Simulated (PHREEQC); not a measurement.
Make-up at 20 °C and 50 atm: 0.018 mol/kgw HF, 0.00117 mol/kgw NH4HF2, 0.012 mol/kgw H2SiF6 and 0.036 mol/kgw HCl. It is in equilibrium with CO2 at log p = -3.4 (atm). Otherwise closed; pH follows from the charge balance.

The numbers come from PHREEQC with the ion-association model, phreeqc.dat.

No solid was allowed to form.

Problem. Order these F species by the share of F that they hold, largest first: SiF6-2, HF, F-.

Solution. SiF6-2 (78 %), HF (22 %), F- (0.42 %)

The pH is 1.30 and the ionic strength 0.0724 mol/kgw. Under pressure, the constants of complexes without a molar volume in the database are unreliable. SiF6-2 is the database's only silicon fluoride.
